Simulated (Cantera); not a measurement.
Feed: 1 mol Cu2O, 5 mol C, 0.16 mol N2, 0.52 mol CH4, at 7.20 bar.

Cantera equilibrium calculation (NASA polynomials, part measured and part estimated; ideal gas, pure solids and liquids). Candidate condensed phases: C, C6H6, C7H8, C8H18, Cu, CuO, Cu(OH)2, Cu2O, H2O; 139 gas species. The numbers say what is thermodynamically allowed, not how fast it happens.

x: gas mole fraction; n: condensed amount in mol.

| T (°C) | x H2 | x CO | x N2 | x Cu | x HCN | n C(graphite) | n Cu(l) |
|---|---|---|---|---|---|---|---|
| 1125 | 0.461 | 0.451 | 0.0737 | 1.80e-7 | 9.00e-5 | 4.52 | 2.00 |
| 1225 | 0.465 | 0.453 | 0.0732 | 1.10e-6 | 0.000192 | 4.52 | 2.00 |
| 1325 | 0.468 | 0.454 | 0.0728 | 5.36e-6 | 0.000373 | 4.52 | 2.00 |
| 1425 | 0.469 | 0.455 | 0.0726 | ? | ? | 4.52 | 2.00 |
| 1525 | 0.470 | 0.455 | 0.0723 | 7.35e-5 | 0.00112 | 4.52 | 2.00 |
| 1625 | 0.470 | 0.455 | 0.0719 | 0.000220 | 0.00177 | 4.51 | 2.00 |
| 1725 | 0.469 | 0.454 | 0.0713 | 0.000587 | 0.00268 | 4.51 | 2.00 |
| 1825 | 0.468 | 0.454 | 0.0706 | 0.00142 | 0.00387 | 4.51 | 2.00 |
| 1925 | 0.465 | 0.453 | 0.0696 | 0.00317 | 0.00539 | 4.50 | 1.99 |
| 2025 | 0.461 | 0.451 | 0.0682 | ? | ? | 4.49 | 1.99 |
| 2125 | 0.455 | 0.448 | 0.0665 | 0.0128 | 0.00943 | 4.48 | 1.97 |

Some entries are withheld; supply them.


- 1425, x Cu: 2.15e-5
- 1425, x HCN: 0.000669
- 2025, x Cu: 0.00658
- 2025, x HCN: 0.00725
